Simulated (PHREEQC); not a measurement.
## Buffer: an equilibrium model

Solution (37 °C): 0.021 mol NaH2PO4 and 0.0044 mol K2HPO4 per kg of water. It is in equilibrium with CO2 at log p = -3.4 (atm). Otherwise closed; pH follows from the charge balance.

The numbers come from PHREEQC with the ion-association model, wateq4f.dat.

Each row changes one thing in this solution. This is a speciation only: nothing precipitates in the calculation.

```
case                                    pH  ionic strength (mol/kgw)  H2PO4- (mol/kgw)  HPO4-2 (mol/kgw)  NaHPO4- (mol/kgw)  KHPO4- (mol/kgw)  SI of Nahcolite (NaHCO3)  SI of Natron (Na2CO3:10H2O)
------------------------------------  ----  ------------------------  ----------------  ----------------  -----------------  ----------------  ------------------------  ---------------------------
as made                               6.26                    0.0339            0.0210           0.00427            8.78e-5           3.65e-5                     -6.35                       -11.66
NaH2PO4 from 0.021 to 0.0105 mol/kgw  6.60                    0.0235            0.0105           0.00429            4.84e-5           4.03e-5                     -6.31                       -11.58
temperature from 37 to 30 °C          6.28                    0.0339            0.0210           0.00426            8.85e-5           3.67e-5                     -6.22                       -11.37
K2HPO4 from 0.0044 to 0.022 mol/kgw   6.87                    0.0850            0.0210            0.0210           0.000326          0.000669                     -5.78                       -10.53
NaH2PO4 from 0.021 to 0.21 mol/kgw    5.05                     0.223             0.210           0.00414           0.000472           1.89e-5                     -6.62                       -12.23
```

Species that the database lacks are ignored. H3PO4, which wateq4f.dat lacks, is added to it with the constant of phreeqc.dat. At this temperature some constants are extrapolated from 25 °C, and those without enthalpy data are left unchanged.
